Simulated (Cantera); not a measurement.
Input: 1 mol SiHCl₃, 0.0052 mol C₂H₄, 250 mol H₂, 0.0045 mol C₃H₈, held at 0.100 bar.

Equilibrium computed with Cantera from the NASA thermochemical tables; the gas is ideal and each condensed phase is pure. Candidate condensed phases: C, C₆H₆, C₇H₈, C₈H₁₈, Si, SiC; 109 gas species. Mutual solubility and eutectic melting of coexisting phases are not modelled. The numbers say what is thermodynamically allowed, not how fast it happens.

Task: At 1623 K, list the 4 most abundant gas species with their mole fractions, and the condensed phases.

Result: H₂ 0.988, HCl 0.0110, SiCl₂ 0.000431, H 0.000217. Condensed: Si(s) + SiC(s).
